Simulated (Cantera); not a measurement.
# Formation from one mole of S2

Standard-state values (1 bar) from the NASA 1993 polynomials, evaluated with Cantera. Values are per mole of reaction as written; species without (g) are pure solids or liquids, kept so even where they would boil at 1 bar.

2 H2(g) + S2(g) ⇌ 2 H2S(g)

```
T (K)  ΔH° (kJ)  ΔS° (J/K)  ΔG° (kJ)  log10 K
-----  --------  ---------  --------  -------
1525     -181.3      -99.4     -29.7     1.02
1625     -181.3      -99.4     -19.8     0.63
1725     -181.3      -99.4      -9.8     0.30
1825     -181.3      -99.4       0.1     0.00
1925     -181.2      -99.4      10.1    -0.27
2025     -181.1      -99.3      20.0    -0.52
2125     -181.0      -99.3      29.9    -0.74
2225     -180.9      -99.2      39.9    -0.94
```

C + S2(g) ⇌ CS2(g)

```json
[
 {"T (K)": "1525", "ΔH° (kJ)": "-10.2", "ΔS° (J/K)": "6.9", "ΔG° (kJ)": "-20.7", "log10 K": "0.71"},
 {"T (K)": "1625", "ΔH° (kJ)": "-10.3", "ΔS° (J/K)": "6.8", "ΔG° (kJ)": "-21.4", "log10 K": "0.69"},
 {"T (K)": "1725", "ΔH° (kJ)": "-10.5", "ΔS° (J/K)": "6.7", "ΔG° (kJ)": "-22.1", "log10 K": "0.67"},
 {"T (K)": "1825", "ΔH° (kJ)": "-10.7", "ΔS° (J/K)": "6.6", "ΔG° (kJ)": "-22.8", "log10 K": "0.65"},
 {"T (K)": "1925", "ΔH° (kJ)": "-10.9", "ΔS° (J/K)": "6.5", "ΔG° (kJ)": "-23.4", "log10 K": "0.64"},
 {"T (K)": "2025", "ΔH° (kJ)": "-11.1", "ΔS° (J/K)": "6.4", "ΔG° (kJ)": "-24.1", "log10 K": "0.62"},
 {"T (K)": "2125", "ΔH° (kJ)": "-11.4", "ΔS° (J/K)": "6.3", "ΔG° (kJ)": "-24.7", "log10 K": "0.61"},
 {"T (K)": "2225", "ΔH° (kJ)": "-11.7", "ΔS° (J/K)": "6.1", "ΔG° (kJ)": "-25.3", "log10 K": "0.59"}
]
```

Ni + S2(g) ⇌ NiS2

| T (K) | ΔH° (kJ) | ΔS° (J/K) | ΔG° (kJ) | log10 K | condensed phases |
|---|---|---|---|---|---|
| 1525 | -177.0 | -114.5 | -2.3 | 0.08 | Ni(s), NiS2(l) |
| 1625 | -175.5 | -113.6 | 9.1 | -0.29 | Ni(s), NiS2(l) |
| 1725 | -174.2 | -112.8 | 20.4 | -0.62 | Ni(s), NiS2(l) |
| 1825 | -190.1 | -122.0 | 32.6 | -0.93 | Ni(l), NiS2(l) |
| 1925 | -188.8 | -121.3 | 44.7 | -1.21 | Ni(l), NiS2(l) |
| 2025 | -187.6 | -120.7 | 56.9 | -1.47 | Ni(l), NiS2(l) |
| 2125 | -186.5 | -120.2 | 68.9 | -1.69 | Ni(l), NiS2(l) |
| 2225 | -185.3 | -119.6 | 80.9 | -1.90 | Ni(l), NiS2(l) |

2 Pb + S2(g) ⇌ 2 PbS(g)

```json
[
 {"T (K)": "1525", "ΔH° (kJ)": "100.5", "ΔS° (J/K)": "96.4", "ΔG° (kJ)": "-46.5", "log10 K": "1.59"},
 {"T (K)": "1625", "ΔH° (kJ)": "98.5", "ΔS° (J/K)": "95.1", "ΔG° (kJ)": "-56.0", "log10 K": "1.80"},
 {"T (K)": "1725", "ΔH° (kJ)": "96.4", "ΔS° (J/K)": "93.8", "ΔG° (kJ)": "-65.5", "log10 K": "1.98"},
 {"T (K)": "1825", "ΔH° (kJ)": "94.3", "ΔS° (J/K)": "92.7", "ΔG° (kJ)": "-74.8", "log10 K": "2.14"},
 {"T (K)": "1925", "ΔH° (kJ)": "92.2", "ΔS° (J/K)": "91.6", "ΔG° (kJ)": "-84.0", "log10 K": "2.28"},
 {"T (K)": "2025", "ΔH° (kJ)": "90.1", "ΔS° (J/K)": "90.5", "ΔG° (kJ)": "-93.1", "log10 K": "2.40"},
 {"T (K)": "2125", "ΔH° (kJ)": "88.0", "ΔS° (J/K)": "89.5", "ΔG° (kJ)": "-102.1", "log10 K": "2.51"},
 {"T (K)": "2225", "ΔH° (kJ)": "85.8", "ΔS° (J/K)": "88.5", "ΔG° (kJ)": "-111.0", "log10 K": "2.61"}
]
```
